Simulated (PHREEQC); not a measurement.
Solution (25 °C): 6.8 mmol/kgw HCl and 5.1 mmol/kgw FeCl3. Closed to the air; pH follows from the charge balance.

The numbers come from PHREEQC with the ion-association model, wateq4f.dat.

Each row changes one thing in this solution. Precipitation was switched off in this run.

```
case                                           pH  ionic strength (mol/kgw)  Cl- (mol/kgw)
-------------------------------------------  ----  ------------------------  -------------
as made                                      2.13                    0.0322         0.0212
HCl replaced by MnCl2 at the same molality   2.56                    0.0444         0.0279
HCl replaced by FeCl2 at the same molality   2.56                    0.0449         0.0282
FeCl3 replaced by LiCl at the same molality  2.21                    0.0119         0.0119
FeCl3 left out                               2.20                   0.00680        0.00680
temperature from 25 to 10 °C                 2.17                    0.0338         0.0214
temperature from 25 to 45 °C                 2.08                    0.0303         0.0212
diluted 100-fold with water                  3.82                  0.000239       0.000221
temperature from 25 to 60 °C                 2.05                    0.0291         0.0213
```

Some of these states are supersaturated (in Hematite (slow to form), Goethite (slow to form), Fe(OH)3(a), for instance). Constants without temperature data keep their 25 °C values here.
